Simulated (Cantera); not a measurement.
Mixture: CH4 : C2H6 : C3H8 : O2 : N2 : H2O = 1 : 0.11 : 0.086 : 3.09 : 11.6 : 0.53 (molar parts), equivalence ratio 0.91, at 1.01 bar, adiabatic and at constant volume. Ignition delay is the time to a rise of 400 K.

Cantera simulation using GRI-Mech 3.0 (53 species, 325 reactions); the numbers are that mechanism's predictions, not measurements.

Q: Predict: delay at 1100 K; delay at 1250 K; delay at 1400 K; delay at 1550 K; delay at 1700 K; apparent activation energy between 1550 and 1700 K.

A: delay at 1100 K: 19.6 ms
delay at 1250 K: 2.27 ms
delay at 1400 K: 0.364 ms
delay at 1550 K: 91.3 µs
delay at 1700 K: 33.9 µs
apparent activation energy between 1550 and 1700 K: 140 kJ/mol
